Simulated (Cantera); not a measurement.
Input (Python, Cantera) and output of one run.

```python
import numpy as np
import cantera as ct

gas_names = """
    C CN CO CO2 C2 CCN CNC C2N2 C2O C3 C3O2 C4 C4N2 C5 Fe FeC5O5 FeO N NCO NO NO2 NO3 N2 N2O O O2 O3
""".split()
cond_names = """
    C(gr) Fe(a) Fe(c) Fe(d) Fe(L) FeC5O5(L) FeO(s) FeO(L) Fe2O3(s) Fe3O4(s)
""".split()


# ... load() reads the species with a 1 bar reference pressure and builds the phases ...
atoms = {
    'Fe(CO)5': {'Fe': 1, 'C': 5, 'O': 5},
    'N2': {'N': 2},
    'O2': {'O': 2},
}
top_T = {'C(gr)': 4500, 'Fe2O3(s)': 1830, 'Fe3O4(s)': 1870}  # K; cautious upper limits of use, not melting points


# ... equilibrate(T, P, feed) seeds the gas with the atoms and calls Mixture.equilibrate('TP', solver="vcs", rtol=1e-11, max_steps=5000) ...
results = []
feed = {'Fe(CO)5': 1, 'N2': 11, 'O2': 0.047}  # mol
P = 39  # Pa
for T in [948, 973, 998, 1023, 1048, 1073, 1098, 1123, 1148, 1173, 1198, 1223, 1248]:
    mix = equilibrate(T, P, feed)
    results.append((T, P, feed, dict(zip(mix.species_names, mix.species_moles))))
    x = sorted(zip(gas.X, gas.species_names), reverse=True)
    print(f"T = {T:g} K  P = {P:g} Pa  gas = {mix.phase_moles(0):.4g} mol")
    print("   x: " + "  ".join(f"{s} {v:.3e}" for v, s in x if v > 0.001))
    print("   condensed (mol): " + ("  ".join(f"{mix.phase(i).name} {mix.phase_moles(i):.4g}"
          for i in range(1, mix.n_phases) if mix.phase_moles(i) > 1e-12) or "none"))
```

Output:

```
T = 948 K  P = 39 Pa  gas = 16 mol
   x: N2 6.875e-01  CO 3.066e-01  CO2 5.875e-03
   condensed (mol): Fe(a) 1
T = 973 K  P = 39 Pa  gas = 16 mol
   x: N2 6.875e-01  CO 3.066e-01  CO2 5.875e-03
   condensed (mol): Fe(a) 1
T = 998 K  P = 39 Pa  gas = 16 mol
   x: N2 6.875e-01  CO 3.066e-01  CO2 5.875e-03
   condensed (mol): Fe(a) 1
T = 1023 K  P = 39 Pa  gas = 16 mol
   x: N2 6.875e-01  CO 3.066e-01  CO2 5.875e-03
   condensed (mol): Fe(a) 1
T = 1048 K  P = 39 Pa  gas = 16 mol
   x: N2 6.875e-01  CO 3.066e-01  CO2 5.875e-03
   condensed (mol): Fe(a) 1
T = 1073 K  P = 39 Pa  gas = 16 mol
   x: N2 6.875e-01  CO 3.066e-01  CO2 5.875e-03
   condensed (mol): Fe(a) 1
T = 1098 K  P = 39 Pa  gas = 16 mol
   x: N2 6.875e-01  CO 3.066e-01  CO2 5.875e-03
   condensed (mol): Fe(a) 1
T = 1123 K  P = 39 Pa  gas = 16 mol
   x: N2 6.875e-01  CO 3.066e-01  CO2 5.875e-03
   condensed (mol): Fe(a) 1
T = 1148 K  P = 39 Pa  gas = 16 mol
   x: N2 6.875e-01  CO 3.066e-01  CO2 5.875e-03
   condensed (mol): Fe(a) 1
T = 1173 K  P = 39 Pa  gas = 16 mol
   x: N2 6.875e-01  CO 3.066e-01  CO2 5.875e-03
   condensed (mol): Fe(a) 1
T = 1198 K  P = 39 Pa  gas = 16 mol
   x: N2 6.875e-01  CO 3.066e-01  CO2 5.875e-03
   condensed (mol): Fe(c) 1
T = 1223 K  P = 39 Pa  gas = 16 mol
   x: N2 6.875e-01  CO 3.066e-01  CO2 5.875e-03
   condensed (mol): Fe(c) 1
T = 1248 K  P = 39 Pa  gas = 16 mol
   x: N2 6.875e-01  CO 3.066e-01  CO2 5.875e-03
   condensed (mol): Fe(c) 1
```

Cantera equilibrium calculation (NASA polynomials, part measured and part estimated; ideal gas, pure solids and liquids).
